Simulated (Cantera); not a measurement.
Input: 1 mol FeS2, 42 mol H2, 3.6 mol N2, equilibrated at 1 atm.

Equilibrium computed with Cantera from the NASA thermochemical tables; the gas is ideal and each condensed phase is pure. Candidate condensed phases: Fe, FeS, FeS2, S; 16 gas species. FeS: taken at fixed stoichiometry. Equilibrium is a limit: real reactors are often held back by kinetics, nucleation or transport.

At 1650 K, list the 6 most abundant gas species with their mole fractions, and the condensed phases.

H2 0.899, N2 0.0789, H2S 0.0213, SH 0.000330, S2 0.000157, H 8.56e-5. Condensed: FeS(l).
